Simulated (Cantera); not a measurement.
Input: 1 mol Si2H6, 0.046 mol HCl, a varied amount of N2, equilibrated at 1100 °C and 0.170 bar.

Cantera equilibrium calculation (NASA polynomials, part measured and part estimated; ideal gas, pure solids and liquids). Candidate condensed phases: NH4Cl, Si, Si3N4; 28 gas species. The feed counts by its element totals alone. N2 is the only nitrogen source here; it is nearly inert below about 1500 K, so the nitride shown seldom forms there in practice. The numbers say what is thermodynamically allowed, not how fast it happens.

x: gas mole fraction; n: condensed amount in mol.

```csv
n(N2) (mol),x N2,x H2,x HCl,x H,n Si3N4(s)
28,0.897,0.101,0.00155,?,0.667
52,0.943,0.0559,0.000856,?,0.667
75,0.960,0.0391,0.000600,?,0.667
99,0.970,0.0298,0.000457,?,0.667
120,0.975,0.0246,0.000378,?,0.667
150,0.980,0.0198,0.000303,1.14e-6,0.667
170,0.982,0.0175,0.000268,1.07e-6,0.667
190,0.984,0.0156,0.000240,1.01e-6,0.667
220,0.986,0.0135,0.000207,9.41e-7,0.667
```

Problem. What belongs in the gaps?

Solution. 
- 28, x H: 2.57e-6
- 52, x H: 1.91e-6
- 75, x H: 1.60e-6
- 99, x H: 1.40e-6
- 120, x H: 1.27e-6
